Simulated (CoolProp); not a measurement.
Vapour-liquid equilibrium of carbonyl sulfide (1) + propane (2) at -82.45 °C; x and y are mole fractions of (1).

Values from CoolProp's multi-fluid Helmholtz-energy mixture model, Lemmon 2006 and Lemmon 2009; pair parameters Bell 2016.

```
x     bubble pressure, mixture model (MPa)  bubble pressure, Raoult's law (MPa)  y, mixture model  y, Raoult's law
----  ------------------------------------  -----------------------------------  ----------------  ---------------
0.05                               0.01155                              0.01136             0.089            0.075
0.15                               0.01237                              0.01195             0.232            0.213
0.25                               0.01305                              0.01254             0.349            0.338
0.35                               0.01363                              0.01314             0.452            0.452
0.45                               0.01416                              0.01373             0.547            0.557
0.55                               0.01466                              0.01432             0.637            0.652
0.65                               0.01516                              0.01491             0.725            0.740
0.75                               0.01565                              0.01550             0.809            0.822
0.85                               0.01617                              0.01609             0.890            0.897
0.95                               0.01670                              0.01668             0.965            0.967
```

The largest gap from Raoult's law is +4.1 % in bubble pressure, at x = 0.25. No azeotrope shows between x = 0.05 and 0.95.

The pair parameters rest on a limited set of measurements; away from them the model extrapolates.
